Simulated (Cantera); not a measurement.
Input: 1 mol Cu2O, a varied amount of CH4, 0.28 mol CO, held at 1777 °C and 750 Torr.

Method: chemical equilibrium by Gibbs-energy minimisation in Cantera with the NASA 1993 tables (ideal gas, pure condensed phases). Candidate condensed phases: C, C6H6, C7H8, C8H18, Cu, CuO, Cu(OH)2, Cu2O, H2O; 113 gas species. The numbers say what is thermodynamically allowed, not how fast it happens.

Problem. At 1.7 mol CH4, list the 6 most abundant gas species with their mole fractions, and the condensed phases.

Solution. H2 0.719, CO 0.271, Cu 0.00677, H 0.00192, C2H2 (acetylene) 0.000763, CH4 0.000193. Condensed: C(graphite) + Cu(l).
